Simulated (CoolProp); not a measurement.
A closed Brayton cycle with carbon dioxide: compressor inlet 319.15 K and 8.3 MPa, high pressure 23.5 MPa, turbine inlet 905 K, compressor efficiency 0.8, turbine efficiency 0.9, recuperator effectiveness 0.8 (on enthalpy, no pinch check). Each further row changes one setting.

Values from CoolProp's reference Helmholtz-energy equation of state, Span 1996.

```
case                           thermal efficiency (%)  net work (kJ/kg)  compressor to turbine work  compressor exit (K)  turbine exit (K)
-----------------------------  ----------------------  ----------------  --------------------------  -------------------  ----------------
as stated                                        30.7              98.8                        0.34                401.7             773.6
turbine inlet 855 K                              29.7              89.6                        0.37                401.7             728.2
compressor inlet 329.15 K                        29.6              90.2                        0.40                421.3             773.6
high pressure 20 MPa                             28.8              86.7                        0.33                388.5             793.3
recuperator effectiveness 0.5                    21.9              98.8                        0.34                401.7             773.6
```
